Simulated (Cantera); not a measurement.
Cantera with NASA thermochemical tables; ideal gases at 1 bar, condensed phases pure. Values are per mole of reaction as written; species without (g) are pure solids or liquids, kept so even where they would boil at 1 bar. The tables' values for SiF2 are old estimates.

9 Si(g) + 4 NF3(g) = 6 SiF2(g) + Si3N4

```tsv
T (K)	ΔH° (kJ)	ΔS° (J/K)	ΔG° (kJ)	log10 K
1025	-7816.8	-943.5	-6849.7	349.06
1075	-7817.4	-944.2	-6802.5	330.53
1125	(withheld)	(withheld)	(withheld)	(withheld)
1175	(withheld)	(withheld)	(withheld)	(withheld)
1225	-7819.1	-945.6	-6660.7	284.01
1275	-7819.5	-945.9	-6613.4	270.94
1325	-7819.9	-946.2	-6566.1	258.85
1375	(withheld)	(withheld)	(withheld)	(withheld)
1425	-7820.6	-946.7	-6471.5	237.21
1475	(withheld)	(withheld)	(withheld)	(withheld)
```

Complete the blanks.


- 1125, ΔH° (kJ): -7818.1
- 1125, ΔS° (J/K): -944.7
- 1125, ΔG° (kJ): -6755.2
- 1125, log10 K: 313.64
- 1175, ΔH° (kJ): -7818.6
- 1175, ΔS° (J/K): -945.2
- 1175, ΔG° (kJ): -6708.0
- 1175, log10 K: 298.20
- 1375, ΔH° (kJ): -7820.2
- 1375, ΔS° (J/K): -946.5
- 1375, ΔG° (kJ): -6518.8
- 1375, log10 K: 247.64
- 1475, ΔH° (kJ): -7820.9
- 1475, ΔS° (J/K): -947.0
- 1475, ΔG° (kJ): -6424.1
- 1475, log10 K: 227.50
